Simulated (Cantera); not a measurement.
A perfectly stirred reactor is fed with 0.463 % CH₄, 3.18 % O₂, 96.4 % N₂, at 4.93 atm; it is held at 925 K, and followed from long to short residence time.

Detailed kinetics in Cantera: GRI-Mech 3.0 (53 species, 325 reactions).

x: mole fraction; the columns are a selection and need not sum to one.

| τ (s) | x CH₄ | x O₂ | x C₂H₄ | x CH₂ | x CO₂ |
|---|---|---|---|---|---|
| 5.9 | 0.000625 | 0.0246 | 5.82e-6 | <1e-12 | 0.00245 |
| 1.7 | (withheld) | 0.0262 | (withheld) | <1e-12 | (withheld) |
| 0.48 | 0.00257 | 0.0287 | 1.69e-5 | 1.36e-12 | 0.000338 |
| 0.14 | 0.00418 | 0.0312 | 4.76e-6 | <1e-12 | 9.07e-6 |
| 0.039 | 0.00463 | 0.0318 | <1e-12 | <1e-12 | <1e-12 |
| 0.011 | 0.00463 | 0.0318 | <1e-12 | <1e-12 | <1e-12 |
| 0.0032 | 0.00463 | 0.0318 | <1e-12 | <1e-12 | <1e-12 |
| 0.00092 | 0.00463 | 0.0318 | <1e-12 | <1e-12 | <1e-12 |

Problem. Some entries are withheld; supply them.

Solution. 
- 1.7, x CH₄: 0.00130
- 1.7, x C₂H₄: 1.19e-5
- 1.7, x CO₂: 0.00129
